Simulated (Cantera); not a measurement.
**Equilibrium for iron carbonyl, mercury and lead vapours: Pb + O2 + N2**

Charge: 1 mol Pb, a varied amount of O2, 0.72 mol N2, equilibrated at 450 °C and 1000 Pa.

Equilibrium computed with Cantera from the NASA thermochemical tables; the gas is ideal and each condensed phase is pure. Candidate condensed phases: Pb, PbO, PbO2, Pb3O4; 12 gas species. Rates play no part.

From 0.062 mol O2 to 0.4 mol O2 the condensed part is Pb(l) + PbO(red). From 0.58 mol O2 to 1.8 mol O2 the condensed part is PbO(red).

```tsv
n(O2) (mol)	x N2	x O2	x NO	x Pb	n Pb(l)	n PbO(red)
0.062	1.00	<1e-12	<1e-12	3.12e-7	0.876	0.124
0.09	1.00	<1e-12	<1e-12	3.12e-7	0.820	0.180
0.13	1.00	<1e-12	<1e-12	3.12e-7	0.740	0.260
0.19	1.00	<1e-12	<1e-12	3.12e-7	0.620	0.380
0.28	1.00	<1e-12	<1e-12	3.12e-7	0.440	0.560
0.4	1.00	<1e-12	<1e-12	3.12e-7	0.200	0.800
0.58	0.900	0.1000	3.43e-7	<1e-12	0	1.00
0.85	0.673	0.327	5.37e-7	<1e-12	0	1.00
1.2	0.507	0.493	5.72e-7	<1e-12	0	1.00
1.8	0.356	0.644	5.48e-7	<1e-12	0	1.00
```
x: gas mole fraction; n: condensed amount in mol.
